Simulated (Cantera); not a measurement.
An isothermal, constant-pressure homogeneous reactor starts with H2 : O2 : N2 = 1.9 : 1 : 150 (molar parts), equivalence ratio 0.95, at 1375 K and 1.00 bar.

Cantera simulation using GRI-Mech 3.0 (53 species, 325 reactions); the numbers are that mechanism's predictions, not measurements.

x: mole fraction; the columns are a selection and need not sum to one.

```
t (s)         x H2      x O2  x HO2      x OH    x H2O       x O
--------  --------  --------  -----  --------  -------  --------
0.000200    0.0124   0.00654    [?]   1.60e-7  1.80e-6   2.22e-7
0.000434   0.00905   0.00512    [?]  0.000193  0.00236  0.000284
0.000941   0.00172   0.00161    [?]  0.000329  0.00896  0.000600
0.00204    0.00121   0.00110    [?]  0.000227   0.0105  0.000250
0.00443   0.000743  0.000739    [?]  0.000145   0.0114   9.48e-5
0.00960   0.000402  0.000528    [?]   8.94e-5   0.0120   3.48e-5
0.0208    0.000192  0.000414    [?]   5.45e-5   0.0123   1.27e-5
0.0452     8.08e-5  0.000359    [?]   3.28e-5   0.0124   4.54e-6
0.0980     2.99e-5  0.000337    [?]   1.94e-5   0.0125   1.57e-6
0.213      1.02e-5  0.000329    [?]   1.13e-5   0.0125   5.30e-7
0.461      3.52e-6  0.000327    [?]   6.71e-6   0.0125   1.85e-7
1.00       1.31e-6  0.000326    [?]   4.13e-6   0.0125   7.00e-8
```

### Question
Some entries are withheld; supply them.

### Answer

- 0.000200, x HO2: 9.23e-8
- 0.000434, x HO2: 1.47e-6
- 0.000941, x HO2: 5.03e-7
- 0.00204, x HO2: 3.46e-7
- 0.00443, x HO2: 2.30e-7
- 0.00960, x HO2: 1.56e-7
- 0.0208, x HO2: 1.07e-7
- 0.0452, x HO2: 6.75e-8
- 0.0980, x HO2: 3.43e-8
- 0.213, x HO2: 1.31e-8
- 0.461, x HO2: 4.30e-9
- 1.00, x HO2: 1.41e-9
